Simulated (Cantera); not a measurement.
A Cantera script and what it prints.

```python
import numpy as np
import cantera as ct

gas_names = """
    OH H ZrO2 NO
""".split()
cond_names = """
    ZrN(s) ZrN(L)
""".split()


# ... load() reads the species with a 1 bar reference pressure and builds the phases ...
species = {s.name: s for s in load("nasa_gas.yaml", gas_names) + load("nasa_condensed.yaml", cond_names)}
# Each term lists the table entries of one substance; the one whose range holds T is used.
reactions = {
    'ZrN + 3 OH(g) = 3 H(g) + ZrO2(g) + NO(g)':
        [(-1, ['ZrN(s)', 'ZrN(L)']), (-3, ['OH']), (3, ['H']), (1, ['ZrO2']), (1, ['NO'])],
}


def pick(names, T):
    return next(species[n] for n in names if species[n].thermo.min_temp <= T <= species[n].thermo.max_temp)


results = []
for label, terms in reactions.items():
    print(label)
    print("     T/K   dH/kJ  dS/(J/K)   dG/kJ   log10 K")
    for T in [300, 2000, 2050, 2100, 2150, 2200, 2250, 2300, 2350]:
        used = [(nu, pick(names, T)) for nu, names in terms]
        dH = sum(nu * s.thermo.h(T) for nu, s in used) / 1e6
        dS = sum(nu * s.thermo.s(T) for nu, s in used) / 1e3
        dG = dH - T * dS / 1e3
        logK = -dG * 1e6 / (ct.gas_constant * T * np.log(10))
        results.append((label, T, dH, dS, dG, logK, [s.name for _, s in used]))
        print(f"{T:8g} {dH:8.1f} {dS:8.1f} {dG:8.1f} {logK:8.2f}")
```

Result:

```
ZrN + 3 OH(g) = 3 H(g) + ZrO2(g) + NO(g)
     T/K   dH/kJ  dS/(J/K)   dG/kJ   log10 K
     300    706.3    238.6    634.7  -110.51
    2000    712.5    249.9    212.7    -5.55
    2050    712.1    249.7    200.2    -5.10
    2100    711.7    249.5    187.7    -4.67
    2150    711.2    249.3    175.2    -4.26
    2200    710.7    249.0    162.8    -3.86
    2250    710.2    248.8    150.3    -3.49
    2300    709.6    248.6    137.9    -3.13
    2350    709.0    248.3    125.5    -2.79
```

Standard-state values (1 bar) from the NASA 1993 polynomials, evaluated with Cantera. ZrN: taken at fixed stoichiometry. Condensed species are held in their standard states even where they would react or evaporate.
